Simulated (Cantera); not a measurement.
A diamond (100) surface in a fixed gas of H2 with x(CH4) = 0.0086, x(H) = 0.013, at 1075 K, 9.75 Torr; coverages are run to steady state.

Cantera simulation using the Harris–Goodwin 1993 mechanism for the reconstructed diamond (100) surface; the numbers are that mechanism's predictions, not measurements.

One state of this run: growth (µm/h) = 0.0866; θ c6HH = 0.531; θ c6H* = 0.0254; θ c6*H = 0.427; θ c6** = 0.0159; θ c6HM = 0.000283. θ: site fractions in the mechanism's names (c6HH fully hydrogenated, c6H* and c6*H radical sites, c6** diradical, c6HM methylated).

Problem. Which value of x(CH3) does it belong to?
A. 0.0003
B. 1e-06
C. 2.3e-06
D. 1.2e-05

Solution. D, 1.2e-05
